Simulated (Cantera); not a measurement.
Feed: 1 mol (CH3)2SiCl2, 750 mol H2, equilibrated at 7.50 Torr.

These are equilibrium values from Cantera (NASA tables, ideal gas, pure condensed phases), not measurements of a reactor. Candidate condensed phases: C, C6H6, C7H8, C8H18, Si, SiC; 109 gas species. The feed counts by its element totals alone. Gases not in the tables: Si2H6 and higher silanes. Kinetics and transport are ignored.

### Question
Which condensed phases are stable at each of these points (T (°C)): 1327, 1402, 1477, 1552, 1627, 1702, 1777, 1852, 1927, 2002, 2077, 2152?

### Answer
```json
[
 {"T (°C)": "1327", "condensed phases": "C(graphite) + SiC(s)", "Si condensed (%)": "100.0"},
 {"T (°C)": "1402", "condensed phases": "C(graphite) + SiC(s)", "Si condensed (%)": "99.9"},
 {"T (°C)": "1477", "condensed phases": "C(graphite) + SiC(s)", "Si condensed (%)": "99.7"},
 {"T (°C)": "1552", "condensed phases": "C(graphite) + SiC(s)", "Si condensed (%)": "98.8"},
 {"T (°C)": "1627", "condensed phases": "C(graphite) + SiC(s)", "Si condensed (%)": "95.7"},
 {"T (°C)": "1702", "condensed phases": "C(graphite) + SiC(s)", "Si condensed (%)": "85.3"},
 {"T (°C)": "1777", "condensed phases": "SiC(s)", "Si condensed (%)": "51.1"},
 {"T (°C)": "1852", "condensed phases": "gas only", "Si condensed (%)": "0.0"},
 {"T (°C)": "1927", "condensed phases": "gas only", "Si condensed (%)": "0.0"},
 {"T (°C)": "2002", "condensed phases": "gas only", "Si condensed (%)": "0.0"},
 {"T (°C)": "2077", "condensed phases": "gas only", "Si condensed (%)": "0.0"},
 {"T (°C)": "2152", "condensed phases": "gas only", "Si condensed (%)": "0.0"}
]
```

From 1327 °C to 1702 °C the condensed part is C(graphite) + SiC(s). At 1777 °C the condensed part is SiC(s). From 1852 °C to 2152 °C nothing is condensed.
